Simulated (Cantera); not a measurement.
Cantera run:

```python
import numpy as np
import cantera as ct

gas_names = """
    C CH CH2 CH3 CH4 C2 C2H C2H2,acetylene C2H2,vinylidene C2H3,vinyl C2H4 C2H5 C2H6 C3 C3H3,propargyl
    C3H4,allene C3H4,propyne C3H4,cyclo- C3H5,allyl C3H6,propylene C3H6,cyclo- C3H7,n-propyl
    C3H7,i-propyl C3H8 C4 C4H2 C4H4,1,3-cyclo- C4H6,butadiene C4H6,2-butyne C4H6,cyclo- C4H8,1-butene
    C4H8,cis2-buten C4H8,tr2-butene C4H8,isobutene C4H8,cyclo- C4H9,n-butyl C4H9,i-butyl C4H9,s-butyl
    C4H9,t-butyl C4H10,isobutane C4H10,n-butane C5 C5H6,1,3cyclo- C5H8,cyclo- C5H10,1-pentene
    C5H10,cyclo- C5H11,pentyl C5H11,t-pentyl C5H12,n-pentane C5H12,i-pentane CH3C(CH3)2CH3 C6H2
    C6H5,phenyl C6H6 C6H10,cyclo- C6H12,1-hexene C6H12,cyclo- C6H13,n-hexyl C7H7,benzyl C7H8
    C7H14,1-heptene C7H15,n-heptyl C7H16,n-heptane C8H8,styrene C8H10,ethylbenz C8H16,1-octene
    C8H17,n-octyl C8H18,isooctane C8H18,n-octane C9H19,n-nonyl C10H8,naphthale C10H21,n-decyl
    C12H9,o-bipheny C12H10,bipheny H H2 Si SiC SiC2 SiC4H12 SiH SiH2 SiH3 SiH4 Si2 Si2C Si3
""".split()
cond_names = """
    C(gr) C6H6(L) C7H8(L) C8H18(L),n-octa Si(cr) Si(L) SiC(b)
""".split()


def load(file, names, dense=False):
    # The tables refer to 1 bar. Condensed volumes are neglected.
    table = {s.name: s for s in ct.Species.list_from_file(file)}
    out = []
    for n in names:
        d = dict(table[n].input_data)
        d["thermo"] = dict(d["thermo"], **{"reference-pressure": 1e5})
        if dense:
            d["equation-of-state"] = {"model": "constant-volume", "density": "1e6 g/cm^3"}
        out.append(ct.Species.from_dict(d))
    return out


gas = ct.Solution(thermo="ideal-gas", species=load("nasa_gas.yaml", gas_names))
cond = {s.name: ct.Solution(thermo="fixed-stoichiometry", species=[s], name=s.name)
        for s in load("nasa_condensed.yaml", cond_names, dense=True)}
atoms = {
    'SiH4': {'Si': 1, 'H': 4},
    'C2H4': {'C': 2, 'H': 4},
    'H2': {'H': 2},
}
top_T = {'C(gr)': 4500, 'SiC(b)': 3050}  # K; cautious upper limits of use, not melting points


def equilibrate(T, P, feed):
    n = {}
    for name, mol in feed.items():
        for a, k in atoms[name].items():
            n[a] = n.get(a, 0.0) + k * mol
    gas.TPX = T, P, n
    mass = sum(n.values()) * gas.mean_molecular_weight
    gas.equilibrate("TP")
    valid = [c for c in cond.values() if c.min_temp <= T <= top_T.get(c.name, c.max_temp)]
    mix = ct.Mixture([(gas, mass / gas.mean_molecular_weight)] + [(c, 0.0) for c in valid])
    mix.T, mix.P = T, P
    mix.equilibrate("TP", solver="vcs", rtol=1e-11, max_steps=5000)
    return mix


results = []
feed = {'SiH4': 1, 'C2H4': 0.94, 'H2': 1900}  # mol
T = 2198.15  # K
P = 1200  # Pa
mix = equilibrate(T, P, feed)
results.append((T, P, feed, dict(zip(mix.species_names, mix.species_moles))))
x = sorted(zip(gas.X, gas.species_names), reverse=True)
print(f"T = {T:g} K  P = {P:g} Pa  gas = {mix.phase_moles(0):.4g} mol")
print("   x: " + "  ".join(f"{s} {v:.3e}" for v, s in x if v > 1e-05))
print("   condensed (mol): " + ("  ".join(f"{mix.phase(i).name} {mix.phase_moles(i):.4g}"
      for i in range(1, mix.n_phases) if mix.phase_moles(i) > 1e-12) or "none"))
```

Output:

```
T = 2198.15 K  P = 1200 Pa  gas = 1953 mol
   x: H2 9.494e-01  H 4.958e-02  Si 4.726e-04  C2H2,acetylene 4.690e-04  SiH 2.240e-05
   condensed (mol): none
```

Equilibrium computed with Cantera from the NASA thermochemical tables; the gas is ideal and each condensed phase is pure.
